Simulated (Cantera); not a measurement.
An adiabatic, constant-pressure homogeneous reactor starts with CH₄ : H₂ : O₂ : N₂ = 1 : 0.2 : 2.66 : 9.99 (molar parts), at 1500 K and 120000 Pa. Integrator tolerance rtol = 1e-08.

Model: GRI-Mech 3.0 (53 species, 325 reactions), integrated in Cantera.

**Question.** What does this change do: initial temperature 1500 to 1475 K?

**Answer.** 
```
quantity                                                            before                                    after
---------------------------------  ---------------------------------------  ---------------------------------------
time of steepest temperature rise                                 0.415 ms                                 0.502 ms
temperature at 3.00 s                                               2671 K                                   2660 K
equilibrium temperature                                             2671 K                                   2660 K
x(CH₄) at 3.00 s                     <1e-12 (gas-phase equilibrium <1e-12)    <1e-12 (gas-phase equilibrium <1e-12)
x(H₂) at 3.00 s                    0.00803 (gas-phase equilibrium 0.00803)  0.00773 (gas-phase equilibrium 0.00773)
x(O₂) at 3.00 s                      0.0410 (gas-phase equilibrium 0.0410)    0.0408 (gas-phase equilibrium 0.0408)
x(HO₂) at 3.00 s                   7.79e-6 (gas-phase equilibrium 7.79e-6)  7.60e-6 (gas-phase equilibrium 7.60e-6)
x(NO) at 3.00 s                      0.0127 (gas-phase equilibrium 0.0127)    0.0125 (gas-phase equilibrium 0.0125)
x(CH₂CO) at 3.00 s                   <1e-12 (gas-phase equilibrium <1e-12)    <1e-12 (gas-phase equilibrium <1e-12)
x(CO₂) at 3.00 s                     0.0511 (gas-phase equilibrium 0.0511)    0.0518 (gas-phase equilibrium 0.0518)
```

**Question.** What does this change do: pressure from 120000 Pa to 710000 Pa?

**Answer.** 
| quantity | before | after |
|---|---|---|
| time of steepest temperature rise | 0.415 ms | 0.103 ms |
| temperature at 3.00 s | 2671 K | 2768 K |
| equilibrium temperature | 2671 K | 2768 K |
| x(CH₄) at 3.00 s | <1e-12 (gas-phase equilibrium <1e-12) | <1e-12 (gas-phase equilibrium <1e-12) |
| x(H₂) at 3.00 s | 0.00803 (gas-phase equilibrium 0.00803) | 0.00535 (gas-phase equilibrium 0.00535) |
| x(O₂) at 3.00 s | 0.0410 (gas-phase equilibrium 0.0410) | 0.0379 (gas-phase equilibrium 0.0379) |
| x(HO₂) at 3.00 s | 7.79e-6 (gas-phase equilibrium 7.79e-6) | 1.45e-5 (gas-phase equilibrium 1.45e-5) |
| x(NO) at 3.00 s | 0.0127 (gas-phase equilibrium 0.0127) | 0.0142 (gas-phase equilibrium 0.0142) |
| x(CH₂CO) at 3.00 s | <1e-12 (gas-phase equilibrium <1e-12) | <1e-12 (gas-phase equilibrium <1e-12) |
| x(CO₂) at 3.00 s | 0.0511 (gas-phase equilibrium 0.0511) | 0.0569 (gas-phase equilibrium 0.0569) |
